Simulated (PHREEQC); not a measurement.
Synthetic water in mmol/kgw, 20 °C, pH 7.26, pe 11.5:

```csv
constituent,mmol/kgw
Na,0.382
K,0.0064
Ca,0.174
Mg,0.275
Cl,0.434
S(6),0.335
Alkalinity (meq/kgw),0.19
B,0.0138
Ba,0.00045
Zn,0.0202
O(0) (counted as O atoms),0.0228
```

Valence states are taken as typed.

Equilibrium calculation in PHREEQC: ion-association model, phreeqc.dat.

No solid was allowed to form.

Task: Estimate the specific conductance, charge-balance error.

Result: specific conductance 135 µS/cm; charge-balance error 1.3 %.

Task: In which forms is S present?

Result: SO4-2 94 %, MgSO4 3.5 %, CaSO4 1.8 % of the S.
